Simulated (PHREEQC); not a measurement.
Leach liquor: speciation

Consider water at 25 °C with 0.017 mol/kgw H2SO4, 0.073 mol/kgw ZnSO4 and 0.00023 mol/kgw MnSO4. Closed to the air; pH follows from the charge balance.

Computed with PHREEQC (ion-association model, phreeqc.dat).

Each row changes one thing in this solution. Precipitation was switched off in this run.

| case | pH | ionic strength (mol/kgw) | Zn+2 (mol/kgw) | SO4-2 (mol/kgw) | ZnSO4 (mol/kgw) | HSO4- (mol/kgw) |
|---|---|---|---|---|---|---|
| as made | 1.87 | 0.173 | 0.0389 | 0.0319 | 0.0270 | 0.0172 |
| H2SO4 from 0.017 to 0.0255 mol/kgw | 1.69 | (withheld) | 0.0394 | 0.0324 | 0.0266 | 0.0257 |
| MnSO4 from 0.00023 to 2.3e-05 mol/kgw | 1.87 | 0.173 | 0.0390 | 0.0318 | 0.0270 | 0.0172 |
| H2SO4 from 0.017 to 0.0034 mol/kgw | 2.57 | 0.156 | 0.0381 | 0.0311 | 0.0278 | 0.00345 |
| temperature from 25 to 60 °C | 2.05 | 0.164 | 0.0396 | 0.0286 | 0.0282 | 0.0229 |
| H2SO4 from 0.017 to 0.0017 mol/kgw | 2.87 | 0.154 | 0.0380 | 0.0310 | (withheld) | 0.00173 |
| ZnSO4 from 0.073 to 0.0803 mol/kgw | (withheld) | 0.186 | 0.0425 | 0.0340 | 0.0297 | 0.0175 |
| ZnSO4 from 0.073 to 0.0146 mol/kgw | 1.74 | 0.0626 | 0.00894 | 0.0131 | 0.00510 | 0.0124 |
| 0.0075 mol/kgw PbCl2 added | 1.85 | 0.186 | 0.0407 | 0.0304 | 0.0255 | 0.0165 |

Fill in the missing entries.


- H2SO4 from 0.017 to 0.0255 mol/kgw, ionic strength (mol/kgw): 0.183
- H2SO4 from 0.017 to 0.0017 mol/kgw, ZnSO4 (mol/kgw): 0.0279
- ZnSO4 from 0.073 to 0.0803 mol/kgw, pH: 1.88

Some of these states are supersaturated (in Anglesite, for instance). Constants without temperature data keep their 25 °C values here.
